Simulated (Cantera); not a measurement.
An isothermal, constant-pressure homogeneous reactor starts with 94.3 % N2O, 5.75 % N2, at 1473 K and 0.00520 bar.

Detailed kinetics in Cantera: GRI-Mech 3.0 (53 species, 325 reactions). GRI-Mech 3.0 was tuned for natural gas; its chemistry of N2O as a main component is partial and can be far from experiment. Radical loss at walls, strong at low pressure, is not modelled. The temperature is held fixed by assumption; the heat of reaction is taken as removed at once.

x: mole fraction; the columns are a selection and need not sum to one.

```csv
t (s),x N2O,x N2,x O,x NO,x O2,x NO2
6.00e-6,0.943,0.0575,6.00e-7,1.55e-9,2.53e-9,<1e-12
4.30e-5,0.942,0.0575,4.16e-6,7.77e-8,1.27e-7,<1e-12
0.000308,0.942,0.0575,2.37e-5,3.42e-6,5.59e-6,<1e-12
0.00221,0.942,0.0578,5.43e-5,(withheld),(withheld),2.36e-11
0.0158,0.938,0.0602,5.52e-5,(withheld),(withheld),(withheld)
0.114,0.910,0.0765,5.52e-5,0.00520,0.00851,8.32e-8
0.814,0.737,0.177,5.52e-5,0.0327,0.0535,1.91e-6
5.84,0.203,0.487,5.51e-5,0.118,0.192,1.81e-5
41.8,0.000199,0.605,2.37e-5,0.149,0.246,5.65e-5
300,5.11e-6,0.605,1.96e-5,0.149,0.246,6.64e-5
```

Problem. What belongs in the gaps?

Solution. 
- 0.00221, x NO: 7.87e-5
- 0.00221, x O2: 0.000129
- 0.0158, x NO: 0.000719
- 0.0158, x O2: 0.00117
- 0.0158, x NO2: 1.91e-9
